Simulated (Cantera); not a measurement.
Thermodynamics of silicon carbide growth, feed CH3SiCl3 + HCl + H2

Input: 1 mol CH3SiCl3, 0.94 mol HCl, 19 mol H2, equilibrated at 13.0 mbar.

Equilibrium computed with Cantera from the NASA thermochemical tables; the gas is ideal and each condensed phase is pure. Candidate condensed phases: C, C6H6, C7H8, C8H18, Si, SiC; 109 gas species. The feed counts by its element totals alone. The tables' values for SiCl, SiCl3 are old estimates; treat these amounts as uncertain. Gases not in the tables: Si2H6 and higher silanes. The numbers say what is thermodynamically allowed, not how fast it happens.

```tsv
T (K)	x H2	x H	x HCl	x Cl	x Si	x C2H2 (acetylene)	x SiC2	x SiCl2	n C(graphite)	n SiC(s)
1248	0.829	3.73e-6	0.170	6.55e-7	1.33e-12	2.02e-7	<1e-12	0.000196	0.00937	0.988
1398	0.829	3.78e-5	0.170	6.40e-6	2.85e-10	2.03e-6	<1e-12	0.000491	0.0122	0.987
1548	0.829	0.000246	0.170	4.02e-5	2.14e-8	1.30e-5	5.55e-11	0.00101	0.0232	0.976
1698	0.829	0.00115	0.168	0.000182	7.42e-7	5.97e-5	5.74e-9	0.00179	0.0390	0.958
1848	0.827	0.00423	0.165	0.000641	1.44e-5	0.000213	2.76e-7	0.00284	0.0568	0.933
1998	0.820	0.0127	0.160	0.00185	0.000178	0.000622	7.30e-6	0.00409	0.0731	0.898
2148	0.801	0.0327	0.152	0.00455	0.00154	0.00153	0.000121	0.00538	0.102	0.818
2298	0.755	0.0730	0.138	0.00964	0.0101	0.00323	0.00138	0.00636	0.276	0.479
2448	0.671	0.143	0.124	0.0188	0.0241	0.00580	0.00536	0.00348	0.378	0
2598	0.565	0.251	0.106	0.0329	0.0242	0.00889	0.00804	0.000882	0	0
```
x: gas mole fraction; n: condensed amount in mol.

From 1248 K to 2298 K the condensed part is C(graphite) + SiC(s). At 2448 K the condensed part is C(graphite). At 2598 K nothing is condensed. The main Si-bearing gas is SiCl4 at 1248 K and Si at 2598 K.
